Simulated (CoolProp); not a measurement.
Vapour-liquid equilibrium of R125 (1) + fluoroethane (R161) (2) at 313.6 K; x and y are mole fractions of (1).

Values from CoolProp's multi-fluid Helmholtz-energy mixture model, Lemmon 2005 and Wu 2012; pair parameters Bell 2016.

Task: Give the bubble pressure and the first vapour's composition at x = 0.35, 0.45, 0.55. Is there an azeotrope?

Result: x = 0.35: 1.602 MPa, y = 0.423; x = 0.45: 1.679 MPa, y = 0.527; x = 0.55: 1.755 MPa, y = 0.622. No azeotrope shows between x = 0.05 and 0.95.

Pair parameters are fitted to limited data, so mixtures are less certain than the pure fluids. The gap from Raoult's law changes sign with composition, which may be real or a fault of the pair parameters; it wasn't checked against measurements.
